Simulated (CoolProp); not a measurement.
Methanol along the isobar 295 bar: Z from the reference equation and from simpler models built on Tc = 240.2 °C, pc = 82.16 bar, ω = 0.565; each cubic takes its own stable root.

The numbers come from the reference Helmholtz-energy equation of state, de Reuck 1993 in CoolProp.

| T (°C) | phase | reference |
|---|---|---|
| -31.45 | liquid | 0.5476 |
| -15.15 | liquid | 0.5215 |
| 1.05 | liquid | 0.4988 |
| 17.35 | liquid | 0.4785 |
| 33.55 | liquid | 0.4607 |
| 49.85 | liquid | 0.4449 |
| 66.05 | liquid | 0.4310 |
| 82.35 | liquid | 0.4187 |
| 98.55 | liquid | 0.4080 |
| 114.85 | liquid | 0.3988 |
| 131.15 | liquid | 0.3911 |
| 147.35 | liquid | 0.3849 |
| 163.65 | liquid | 0.3802 |

Problem. How far does each simpler model (van der Waals, Redlich-Kwong, Soave-Redlich-Kwong, Peng-Robinson) lie from the reference over these 13 states: mean and median of the absolute difference, and the worst?

Solution. 
- van der Waals: mean 97.5 %, median 97.8 %, worst +101.8 % at -31.45 °C and 295 bar
- Redlich-Kwong: mean 39.7 %, median 39.3 %, worst +42.5 % at 163.65 °C and 295 bar
- Soave-Redlich-Kwong: mean 32.9 %, median 32.6 %, worst +35.6 % at 163.65 °C and 295 bar
- Peng-Robinson: mean 18.3 %, median 17.9 %, worst +20.6 % at 163.65 °C and 295 bar
